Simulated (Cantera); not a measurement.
Input: 1 mol Fe2O3, 1.5 mol SO3, 0.14 mol O2, equilibrated at 1825 K and 480 Torr.

Method: chemical equilibrium by Gibbs-energy minimisation in Cantera with the NASA 1993 tables (ideal gas, pure condensed phases). Candidate condensed phases: Fe, FeO, FeS, FeSO4, FeS2, Fe2O3, Fe2(SO4)3, Fe3O4, S; 12 gas species. Equilibrium is a limit: real reactors are often held back by kinetics, nucleation or transport.

Base state: SO2 0.585, O2 0.412, SO3 0.00290, O 0.000123, SO 2.97e-5 (mole fractions); condensed: Fe3O4(s).

**Question.** What changes in the equilibrium state with this change: Fe2O3 replaced by MgCO3?

**Answer.** 
| species | before | after |
|---|---|---|
| SO2 | 0.585 | 0.441 |
| CO2 | 0 | 0.295 |
| O2 | 0.412 | 0.262 |
| CO | 0 | 0.000191 |
| SO3 | 0.00290 | 0.00174 |
| O | 0.000123 | 9.83e-5 |
| SO | 2.97e-5 | 2.81e-5 |
| Fe3O4(s), mol | 0.667 | 0 |
| MgO(s), mol | 0 | 1.00 |
Further candidate phases: C, Mg, MgCO3, MgO, MgS, MgSO4.
